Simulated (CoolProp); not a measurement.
Properties of n-butane at several states.

Model: reference Helmholtz-energy equation of state, Bücker 2006, in CoolProp.

```
T (K)  p (MPa)   phase  density (kg/m³)  cp (kJ/(kg K))  speed of sound (m/s)  expansivity (1/kK)
-----  -------  ------  ---------------  --------------  --------------------  ------------------
372.3   0.0272     gas           0.5126           2.029                 238.6               2.720
152.6    0.923  liquid            718.9           1.988                  1718               1.291
442.5    0.141     gas            2.252           2.339                 257.3               2.347
243.2    0.208  liquid            632.0           2.187                  1199               1.593
```
